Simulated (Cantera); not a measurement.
A perfectly stirred reactor is fed with CH4 : CO2 = 1 : 0.35 (molar parts), at 360000 Pa; it is held at 1875 K, and followed from long to short residence time.

Model: GRI-Mech 3.0 (53 species, 325 reactions), integrated in Cantera. GRI-Mech 3.0 stops at C3 and has no aromatics, soot or wall deposition, so with more carbon than oxygen in the feed, carbon stays in small species such as C2H2 where larger ones or solid carbon would form.

x: mole fraction; the columns are a selection and need not sum to one.

| τ (s) | x CH4 | x CO2 | x CH3 | x C2H4 | x CH2CO |
|---|---|---|---|---|---|
| 14 | 0.0191 | 5.79e-5 | 0.000171 | 0.00338 | 1.88e-6 |
| 4.9 | 0.0194 | 0.000163 | 0.000174 | 0.00338 | 2.17e-6 |
| 1.7 | 0.0203 | 0.000457 | 0.000183 | 0.00341 | 2.97e-6 |
| 0.62 | ? | ? | ? | 0.00347 | ? |
| 0.22 | 0.0277 | 0.00287 | 0.000252 | 0.00360 | 9.79e-6 |
| 0.078 | 0.0378 | 0.00627 | 0.000348 | 0.00383 | 1.96e-5 |
| 0.028 | 0.0554 | 0.0125 | 0.000517 | 0.00413 | 3.50e-5 |
| 0.0098 | ? | ? | ? | ? | ? |

Question: Some entries are withheld; supply them.

Answer: 
- 0.62, x CH4: 0.0226
- 0.62, x CO2: 0.00117
- 0.62, x CH3: 0.000204
- 0.62, x CH2CO: 4.96e-6
- 0.0098, x CH4: 0.0861
- 0.0098, x CO2: 0.0256
- 0.0098, x CH3: 0.000810
- 0.0098, x C2H4: 0.00454
- 0.0098, x CH2CO: 5.14e-5
